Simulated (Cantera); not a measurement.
Charge: 1 mol SiO2, 8.2 mol CO, 1.8 mol C, at 1500 °C and 0.133 bar.

Method: chemical equilibrium by Gibbs-energy minimisation in Cantera with the NASA 1993 tables (ideal gas, pure condensed phases). Candidate condensed phases: C, Si, SiC, SiO2; 20 gas species. The numbers say what is thermodynamically allowed, not how fast it happens.

Base state: CO 0.941, SiO 0.0588, CO2 3.62e-5 (mole fractions); condensed: SiC(s).

**Question.** What changes in the equilibrium state with this change: temperature from 1500 °C to 2302 °C?

**Answer.** 
| species | before | after |
|---|---|---|
| CO | 0.941 | 0.923 |
| SiO | 0.0588 | 0.0447 |
| Si | 1.18e-6 | 0.0238 |
| SiC2 | 1.21e-9 | 0.00409 |
| Si2C | 1.09e-8 | 0.00411 |
| Si2 | <1e-9 | 0.000275 |
| Si3 | <1e-9 | 1.79e-5 |
| SiC(s), mol | 0.400 | 0.142 |
